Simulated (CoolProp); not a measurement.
Vinyl chloride at several states: Z from the reference equation and from simpler models built on Tc = 425.0 K, pc = 5.600 MPa, ω = 0.160; each cubic takes its own stable root.

Values from CoolProp's reference Helmholtz-energy equation of state, Thol 2022.

| T (K) | p (MPa) | phase | reference |
|---|---|---|---|
| 345.4 | 0.46 | gas | 0.9459 |
| 417 | 3.4 | gas | 0.7311 |
| 356.3 | 0.0105 | gas | 0.9989 |
| 299.3 | 0.0302 | gas | 0.9947 |

Task: How far does each simpler model (Pitzer virial, van der Waals, Redlich-Kwong, Soave-Redlich-Kwong, Peng-Robinson) lie from the reference over these 4 states: mean and median of the absolute difference, and the worst?

Result: 
- Pitzer virial: mean 1.6 %, median 0.1 %, worst +6.3 % at 417 K and 3.4 MPa
- van der Waals: mean 1.5 %, median 0.8 %, worst +4.6 % at 417 K and 3.4 MPa
- Redlich-Kwong: mean 0.1 %, median 0.1 %, worst +0.2 % at 417 K and 3.4 MPa
- Soave-Redlich-Kwong: mean 0.0 %, median 0.0 %, worst -0.1 % at 345.4 K and 0.46 MPa
- Peng-Robinson: mean 0.9 %, median 0.2 %, worst -3.0 % at 417 K and 3.4 MPa
